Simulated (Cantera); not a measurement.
# Stirred combustor or abatement burner

A perfectly stirred reactor is fed with 9.74 % C2H4, 13.6 % O2, 68.6 % N2, 7.98 % H2O, at 100000 Pa; it is adiabatic with a 475 K inlet, and is followed from long to short residence time, starting on the burning branch (τ in s: 0.27, 0.1, 0.039, 0.015, 0.0056, 0.0021, 0.0008, 0.0003, 0.00011, 4.3e-05, 1.6e-05, 6.2e-06).

Detailed kinetics in Cantera: GRI-Mech 3.0 (53 species, 325 reactions). GRI-Mech 3.0 was tuned for natural gas; its chemistry of ethylene as a main component is partial and can be far from experiment.

| τ (s) | T (K) | x C2H4 | x O2 | x H2O | x NO | x OH | x O | x H2O2 |
|---|---|---|---|---|---|---|---|---|
| 0.27 | 1700 | 0.000194 | 0.000475 | 0.135 | 7.26e-7 | 8.47e-6 | 7.04e-8 | 3.00e-9 |
| 0.10 | 1698 | 0.000316 | 0.000898 | 0.141 | 8.69e-7 | 1.33e-5 | 1.69e-7 | 6.98e-9 |
| 0.039 | 1691 | 0.000514 | 0.00158 | 0.145 | 1.01e-6 | 2.06e-5 | 3.96e-7 | 1.52e-8 |
| 0.015 | 1676 | 0.000869 | 0.00274 | 0.148 | 1.12e-6 | 3.15e-5 | 9.53e-7 | 3.26e-8 |
| 0.0056 | 1649 | 0.00159 | 0.00485 | 0.149 | 1.10e-6 | 4.66e-5 | 2.38e-6 | 7.17e-8 |
| 0.0021 | 1600 | 0.00337 | 0.00904 | 0.149 | 7.75e-7 | 6.14e-5 | 5.94e-6 | 1.73e-7 |
| 0.00080 | 1509 | 0.00947 | 0.0186 | 0.143 | 2.41e-7 | 6.57e-5 | 1.42e-5 | 6.78e-7 |
| 0.00030 | 475 | 0.0974 | 0.136 | 0.0798 | <1e-12 | <1e-12 | <1e-12 | <1e-12 |
| 0.00011 | 475 | 0.0974 | 0.136 | 0.0798 | <1e-12 | <1e-12 | <1e-12 | <1e-12 |
| 4.3e-5 | 475 | 0.0974 | 0.136 | 0.0798 | <1e-12 | <1e-12 | <1e-12 | <1e-12 |
| 1.6e-5 | 475 | 0.0974 | 0.136 | 0.0798 | <1e-12 | <1e-12 | <1e-12 | <1e-12 |
| 6.2e-6 | 475 | 0.0974 | 0.136 | 0.0798 | <1e-12 | <1e-12 | <1e-12 | <1e-12 |
x: mole fraction; the columns are a selection and need not sum to one.
